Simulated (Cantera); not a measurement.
Input: 1 mol BN, 1.9 mol F2, 58 mol N2, at 1702 °C and 0.0140 bar.

These are equilibrium values from Cantera (NASA tables, ideal gas, pure condensed phases), not measurements of a reactor. Candidate condensed phases: B, BN; 13 gas species. Kinetics and transport are ignored.

Base state: N2 0.970, BF3 0.0166, F 0.0133 (mole fractions); condensed: gas only.

Question: What changes in the equilibrium state with this change: F2 from 1.9 to 2.3 mol?

Answer: 
```
species  before   after
-------  ------  ------
N2        0.970   0.957
F        0.0133  0.0262
BF3      0.0166  0.0164
```
